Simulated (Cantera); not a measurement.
Mixture: CH₄ : O₂ : N₂ = 1 : 1.67 : 6.27 (molar parts), equivalence ratio 1.2, at 0.987 atm, adiabatic and at constant pressure. Ignition delay is the time to a rise of 400 K.

Cantera simulation using GRI-Mech 3.0 (53 species, 325 reactions); the numbers are that mechanism's predictions, not measurements.

Question: What does this change do: O2 1.67 to 1.2 parts?

Answer: 
```csv
quantity,before,after
delay at 1323 K,9.64 ms,15.7 ms
delay at 1373 K,5.20 ms,8.40 ms
delay at 1423 K,2.90 ms,4.60 ms
delay at 1473 K,1.67 ms,2.60 ms
delay at 1523 K,1.00 ms,1.52 ms
delay at 1573 K,0.624 ms,0.918 ms
apparent activation energy between 1473 and 1573 K,190 kJ/mol,200 kJ/mol
```

Question: What does this change do: pressure from 0.987 atm to 19.7 atm?

Answer: 
| quantity | before | after |
|---|---|---|
| delay at 1323 K | 9.64 ms | 0.598 ms |
| delay at 1373 K | 5.20 ms | 0.359 ms |
| delay at 1423 K | 2.90 ms | 0.220 ms |
| delay at 1473 K | 1.67 ms | 0.138 ms |
| delay at 1523 K | 1.00 ms | 87.4 µs |
| delay at 1573 K | 0.624 ms | 56.4 µs |
| apparent activation energy between 1473 and 1573 K | 190 kJ/mol | 170 kJ/mol |
The pressure lies above the range GRI-Mech 3.0 was tuned for (to about 10 atm).
